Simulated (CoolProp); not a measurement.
The fluid at 448.91 K and 0.888 MPa (stagnation) flows isentropically through a choked orifice. The same conditions are run with several fluids, on thermodynamics alone (safety and materials aside).

Computed with CoolProp (reference Helmholtz-energy equation of state of each fluid (cyclopentane: Gedanitz 2015; ammonia: Gao 2020; R142b: Lemmon 2006; hydrogen chloride: Thol 2018; R124: de Vries 1995)).

| fluid | throat to inlet pressure ratio | mass flux (kg/(m² s)) | throat temperature (K) |
|---|---|---|---|
| cyclopentane | 0.604 | 2470 | 432.4 |
| ammonia | 0.550 | ___ | ___ |
| R142b | 0.593 | ___ | 429.1 |
| hydrogen chloride | ___ | ___ | ___ |
| R124 | ___ | ___ | 432.3 |

Q: Some entries are withheld; supply them.

A: 
- ammonia, mass flux (kg/(m² s)): 1270
- ammonia, throat temperature (K): 395.1
- R142b, mass flux (kg/(m² s)): 2930
- hydrogen chloride, throat to inlet pressure ratio: 0.529
- hydrogen chloride, mass flux (kg/(m² s)): 1910
- hydrogen chloride, throat temperature (K): 373.9
- R124, throat to inlet pressure ratio: 0.596
- R124, mass flux (kg/(m² s)): 3400
